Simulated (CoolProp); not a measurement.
Toluene at several states: density (kg/m³) from the reference equation and from simpler models built on Tc = 318.6 °C, pc = 4.126 MPa, ω = 0.266; each cubic takes its own stable root.

Computed with CoolProp (reference Helmholtz-energy equation of state, Lemmon 2006). It is a short technical equation, of lower accuracy than the large ones.

```
T (°C)  p (MPa)   phase  reference
------  -------  ------  ---------
-78.35   0.0214  liquid      958.5
202.45      3.9  liquid      683.1
144.85     6.54  liquid      753.8
43.55      1.74  liquid      846.3
-11.45     4.69  liquid      898.9
```

**Question.** How far does each simpler model (van der Waals, Redlich-Kwong, Soave-Redlich-Kwong, Peng-Robinson) lie from the reference over these 5 states: mean and median of the absolute difference, and the worst?

**Answer.** 
- van der Waals: mean 40.6 %, median 40.9 %, worst -42.6 % at -78.35 °C and 0.0214 MPa
- Redlich-Kwong: mean 13.7 %, median 13.0 %, worst -15.2 % at 202.45 °C and 3.9 MPa
- Soave-Redlich-Kwong: mean 11.5 %, median 11.5 %, worst -13.8 % at -78.35 °C and 0.0214 MPa
- Peng-Robinson: mean 1.3 %, median 0.9 %, worst -3.4 % at -78.35 °C and 0.0214 MPa
